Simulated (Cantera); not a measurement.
Standard-state values (1 bar) from the NASA 1993 polynomials, evaluated with Cantera. Values are per mole of reaction as written; species without (g) are pure solids or liquids, kept so even where they would boil at 1 bar.

Sr + Cl2(g) → SrCl2

```tsv
T (K)	ΔH° (kJ)	ΔS° (J/K)	ΔG° (kJ)	log10 K
373	(withheld)	(withheld)	(withheld)	(withheld)
398	-827.3	-158.9	-764.1	100.28
423	(withheld)	(withheld)	(withheld)	(withheld)
448	(withheld)	(withheld)	(withheld)	(withheld)
473	-826.1	-156.1	-752.3	83.08
498	-825.7	-155.3	-748.4	78.50
523	(withheld)	(withheld)	(withheld)	(withheld)
```

Q: Fill in the missing entries.

A: 
- 373, ΔH° (kJ): -827.7
- 373, ΔS° (J/K): -159.9
- 373, ΔG° (kJ): -768.1
- 373, log10 K: 107.56
- 423, ΔH° (kJ): -826.9
- 423, ΔS° (J/K): -157.9
- 423, ΔG° (kJ): -760.2
- 423, log10 K: 93.87
- 448, ΔH° (kJ): -826.5
- 448, ΔS° (J/K): -157.0
- 448, ΔG° (kJ): -756.2
- 448, log10 K: 88.17
- 523, ΔH° (kJ): -825.3
- 523, ΔS° (J/K): -154.4
- 523, ΔG° (kJ): -744.5
- 523, log10 K: 74.36
